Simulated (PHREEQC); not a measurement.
## Spent oxide etchant

A solution holds 0.047 mol/kgw HF, 0.0047 mol/kgw (NH4)2SiF6 and 0.00089 mol/kgw H2SO4, at 25 °C. Closed to the air; pH follows from the charge balance.

Computed with PHREEQC (ion-association model, wateq4f.dat).

Each row changes one thing in this solution. No solid was allowed to form.

```json
[
 {"case": "as made", "pH": "2.23", "ionic strength (mol/kgw)": "0.0214", "HF (mol/kgw)": "0.0349", "F- (mol/kgw)": "0.00455", "SO4-2 (mol/kgw)": "0.000613", "HF2- (mol/kgw)": "0.000611", "SI of Quartz (SiO2)": "-5.43"},
 {"case": "(NH4)2SiF6 replaced by Na2SiO3 at the same molality", "pH": "2.39", "ionic strength (mol/kgw)": "0.0193", "HF (mol/kgw)": "0.0146", "F- (mol/kgw)": "0.00278", "SO4-2 (mol/kgw)": "0.000689", "HF2- (mol/kgw)": "0.000156", "SI of Quartz (SiO2)": "-3.48"},
 {"case": "0.068 mol/kgw TMAH added", "pH": "…", "ionic strength (mol/kgw)": "0.0779", "HF (mol/kgw)": "1.02e-6", "F- (mol/kgw)": "0.0752", "SO4-2 (mol/kgw)": "0.000850", "HF2- (mol/kgw)": "3.00e-7", "SI of Quartz (SiO2)": "+1.66"},
 {"case": "HF from 0.047 to 0.0517 mol/kgw", "pH": "2.21", "ionic strength (mol/kgw)": "0.0217", "HF (mol/kgw)": "0.0380", "F- (mol/kgw)": "0.00476", "SO4-2 (mol/kgw)": "0.000607", "HF2- (mol/kgw)": "0.000697", "SI of Quartz (SiO2)": "-5.62"},
 {"case": "temperature from 25 to 10 °C", "pH": "2.20", "ionic strength (mol/kgw)": "0.0219", "HF (mol/kgw)": "…", "F- (mol/kgw)": "0.00504", "SO4-2 (mol/kgw)": "0.000649", "HF2- (mol/kgw)": "0.000536", "SI of Quartz (SiO2)": "-6.22"},
 {"case": "(NH4)2SiF6 from 0.0047 to 0.0094 mol/kgw", "pH": "2.22", "ionic strength (mol/kgw)": "…", "HF (mol/kgw)": "0.0347", "F- (mol/kgw)": "0.00469", "SO4-2 (mol/kgw)": "0.000605", "HF2- (mol/kgw)": "0.000630", "SI of Quartz (SiO2)": "-5.18"},
 {"case": "diluted 100-fold with water", "pH": "3.41", "ionic strength (mol/kgw)": "0.000504", "HF (mol/kgw)": "0.000273", "F- (mol/kgw)": "0.000477", "SO4-2 (mol/kgw)": "8.59e-6", "HF2- (mol/kgw)": "5.00e-7", "SI of Quartz (SiO2)": "-0.35"}
]
```

### Question
Complete the blanks.

### Answer

- 0.068 mol/kgw TMAH added, pH: 7.93
- temperature from 25 to 10 °C, HF (mol/kgw): 0.0319
- (NH4)2SiF6 from 0.0047 to 0.0094 mol/kgw, ionic strength (mol/kgw): 0.0356

Complexes and solids missing from the database can't appear. Some of these states are supersaturated (in SiO2(a), Quartz (slow to form), for instance). (CH3)4N+ isn't in the database: it is added as a free cation with an ion size of 4 Å. Away from 25 °C the constants follow the database's enthalpies or fits; those with neither stay at their 25 °C values. SiF6-2 is the database's only silicon fluoride.
